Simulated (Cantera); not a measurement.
Charge: 1 mol Si, 0.013 mol CO2, 30 mol CO, at 875 K and 2.55 Torr.

Cantera equilibrium calculation (NASA polynomials, part measured and part estimated; ideal gas, pure solids and liquids). Candidate condensed phases: C, Si, SiC, SiO2; 20 gas species. Equilibrium is a limit: real reactors are often held back by kinetics, nucleation or transport.

Base state: CO 0.966, CO2 0.0341 (mole fractions); condensed: C(graphite) + SiO2(β-quartz).

Task: What changes in the equilibrium state with this change: 0.029 mol CH4 added?

Result: 
| species | before | after |
|---|---|---|
| CO | 0.966 | 0.964 |
| CO2 | 0.0341 | 0.0340 |
| H2 | 0 | 0.00211 |
| H2O | 0 | 2.81e-5 |
| C(graphite), mol | 2.91 | 2.94 |
| SiO2(β-quartz), mol | 1.00 | 1.00 |
Further candidate phases: C6H6, C7H8, C8H18, H2O.
